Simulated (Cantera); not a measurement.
Gas mixture: 100 % O₂, at 0.133 bar, frozen composition.

Cantera's kinetic-theory transport with the Lennard-Jones parameters of GRI-Mech 3.0, ideal gas; thermal conductivity in the multicomponent form.

One state of this run: ρ (kg/m³) = 0.0641; cp (J/kg/K) = 1055; μ (µPa s) = 41.4; λ (mW/m/K) = 61.5; Pr = 0.710; D (cm²/s) O = 13.3; D (cm²/s) CH₄ = 9.41; D (cm²/s) CO₂ = 6.74. D: mixture-averaged diffusion coefficient of that species in the mixture.

Q: Which value of T (K) does it belong to?
A. 800
B. 1400
C. 1600
D. 600

A: A, 800
